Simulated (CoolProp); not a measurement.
Propylene at 298.15 K and 2.01 MPa flows at 11 m/s in a round tube of 4.6 mm bore and 1.5 µm roughness, fully developed (64/Re and Nu = 3.66 if laminar; Colebrook and Gnielinski if turbulent). Each further row changes one setting.

Computed with CoolProp (reference Helmholtz-energy equation of state, Lemmon 2013).

```csv
case,Reynolds number,Darcy friction factor,pressure drop (Pa/m),heat-transfer coefficient (W/(m² K)),mass flow (kg/h)
as stated,267000,0.0173,116000,22300,335
velocity 22 m/s,533000,0.0164,439000,42700,670
diameter 9.2 mm,533000,0.0150,50200,19700,1340
```

Viscosity comes from a separate model (Huber 2003), an estimate that may be off by 10 % or more. Thermal conductivity comes from a separate model (Huber 2003), an estimate that may be off by 10 % or more.
